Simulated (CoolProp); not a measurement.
R142b at 462.33 K and 11.9 MPa is throttled through a valve to 1.04 MPa with no heat exchange. Each further row changes one setting.

Values from CoolProp's reference Helmholtz-energy equation of state, Lemmon 2006. It is a short technical equation, of lower accuracy than the large ones.

```json
[
 {"case": "as stated", "temperature change (K)": "…", "final density (kg/m³)": "…"},
 {"case": "outlet pressure 0.312 MPa", "temperature change (K)": "…", "final density (kg/m³)": "…"},
 {"case": "outlet pressure 1.35 MPa", "temperature change (K)": "…", "final density (kg/m³)": "…"}
]
```

Question: What belongs in the gaps?

Answer: 
- as stated, temperature change (K): -104.3
- as stated, final density (kg/m³): 41.8
- outlet pressure 0.312 MPa, temperature change (K): -116.9
- outlet pressure 0.312 MPa, final density (kg/m³): 11.5
- outlet pressure 1.35 MPa, temperature change (K): -98.8
- outlet pressure 1.35 MPa, final density (kg/m³): 56.6
